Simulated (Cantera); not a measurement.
Cantera with NASA thermochemical tables; ideal gases at 1 bar, condensed phases pure. Values are per mole of reaction as written; species without (g) are pure solids or liquids, kept so even where they would boil at 1 bar.

Between 300 and 1600 K, where is each reaction favourable under standard conditions?
- MgCl2(g) + 2 H(g) = 2 HCl(g) + Mg


- MgCl2(g) + 2 H(g) = 2 HCl(g) + Mg: ΔG° is -198 kJ at 300 K and -56 kJ at 1600 K; it stays negative (K > 1). ΔH° is -231 kJ and ΔS° -109 J/K at 1600 K.
